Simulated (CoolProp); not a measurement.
Vapour-liquid equilibrium of benzene (1) + dimethyl carbonate (2) at 93.55 °C; x and y are mole fractions of (1).

Computed with CoolProp (multi-fluid Helmholtz-energy mixture model, Thol 2012 and Zhou 2011; pair parameters Bell 2016).

```csv
x,bubble pressure (bar),y at the bubble point,dew pressure at overall composition x (bar),liquid density (mol/L)
0.05,1.173,0.083,1.155,10.72
0.15,1.249,0.224,1.209,10.65
0.25,1.313,0.339,1.264,10.58
0.35,1.365,0.439,1.318,10.52
0.45,1.409,0.528,1.371,10.46
0.55,1.444,0.611,1.419,10.41
0.65,1.472,0.692,1.459,10.36
0.75,1.492,0.773,1.487,10.31
0.85,1.505,0.858,1.504,10.27
0.95,1.509,0.950,1.509,10.23
```

y crosses x between x = 0.85 and 0.95: the model has an azeotrope there.

Pair parameters are fitted to limited data, so mixtures are less certain than the pure fluids.
